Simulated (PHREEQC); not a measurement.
Dissolve 0.0061 mol/kgw H3BO3 and 0.00017 mol/kgw Na2HPO4 at 87 °C. Closed to the air; pH follows from the charge balance.

Computed with PHREEQC (ion-association model, wateq4f.dat).

This is a speciation only: nothing precipitates in the calculation.

Problem. Estimate the pH, ionic strength.

Solution. pH 6.99; ionic strength 0.000419 mol/kgw.

Problem. In which forms is B present?

Solution. H3BO3 99 %, H2BO3- 1.4 % of the B.

Species that the database lacks are ignored. H3PO4, which wateq4f.dat lacks, is added to it with the constant of phreeqc.dat. At this temperature some constants are extrapolated from 25 °C, and those without enthalpy data are left unchanged.
